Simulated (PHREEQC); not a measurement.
Consider water at 25 °C with 0.025 mol/kgw HF, 0.27 mol/kgw NaF and 0.11 mol/kgw H2SO4. Closed to the air; pH follows from the charge balance.

All values are PHREEQC results (ion-association model, phreeqc.dat), not measurements.

Precipitation was switched off in this run.

### Question
Order these Na species by the share of Na that they hold, largest first: Na+, NaSO4-, NaF.

### Answer
Na+ (91 %), NaSO4- (8.3 %), NaF (0.91 %)

### Question
Order these S species by the share of S that they hold, largest first: NaSO4-, HSO4-, SO4-2.

### Answer
SO4-2 (68 %), NaSO4- (20 %), HSO4- (12 %)

The pH is 2.26 and the ionic strength 0.326 mol/kgw. Species that the database lacks are ignored.
